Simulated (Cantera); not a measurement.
Input (Python, Cantera):

```python
import numpy as np
import cantera as ct

gas = ct.Solution("SiF4_NH3_mec.yaml", "gas")
gas.TPX = 1975, 2666, {'NH3': 1, 'H2': 0.26}
inlet = ct.Reservoir(gas, clone=True)

reactor = ct.IdealGasConstPressureReactor(gas, energy="off", clone=False)
exhaust = ct.Reservoir(gas, clone=True)
tau = [2.1, 0.66, 0.21, 0.066, 0.021, 0.0067, 0.0021, 0.00068][0]
for a, b in ((inlet, reactor), (reactor, exhaust)):
    ct.MassFlowController(a, b, mdot=lambda t: reactor.mass / tau)
net = ct.ReactorNet([reactor])
show = ['NH3', 'H2', 'NH', 'N2H4', 'N2', 'N']

rows = []
print(f"{'tau/s':>10s}{'T/K':>9s}" + "".join(f"{s:>11s}" for s in show))
for tau in [2.1, 0.66, 0.21, 0.066, 0.021, 0.0067, 0.0021, 0.00068]:
    net.initial_time = 0.0
    net.advance(30 * tau)
    before = gas.X
    net.advance(40 * tau)
    drift = np.max(np.abs(gas.X - before) / (gas.X + 1e-9))
    rows.append([gas.T, *gas[show].X, drift])
    print(f"{tau:10.3e}{gas.T:9.1f}" + "".join(f"{x:11.3e}" for x in gas[show].X))
```

It prints:

```
     tau/s      T/K        NH3         H2         NH       N2H4         N2          N
 2.100e+00   1975.0  2.224e-01  6.177e-01  1.239e-05  3.636e-09  1.590e-01  1.010e-06
 6.600e-01   1975.0  4.304e-01  4.676e-01  1.501e-05  8.961e-09  1.009e-01  9.322e-07
 2.100e-01   1975.0  6.247e-01  3.274e-01  1.598e-05  1.486e-08  4.666e-02  8.030e-07
 6.600e-02   1975.0  7.324e-01  2.497e-01  1.571e-05  1.817e-08  1.660e-02  6.849e-07
 2.100e-02   1975.0  7.741e-01  2.197e-01  1.448e-05  1.808e-08  4.993e-03  5.757e-07
 6.700e-03   1975.0  7.882e-01  2.096e-01  1.112e-05  1.386e-08  1.122e-03  3.885e-07
 2.100e-03   1975.0  7.925e-01  2.068e-01  4.322e-06  4.999e-09  9.881e-05  1.000e-07
 6.800e-04   1975.0  7.933e-01  2.064e-01  6.165e-07  6.645e-10  2.797e-06  5.756e-09
```

Detailed kinetics in Cantera: the gas-phase N/H chemistry of the illustrative SiF4/NH3 mechanism in the Surface Chemkin manual (1991). Walls and surfaces, which speed up NH3 decomposition in real reactors, are not modelled.
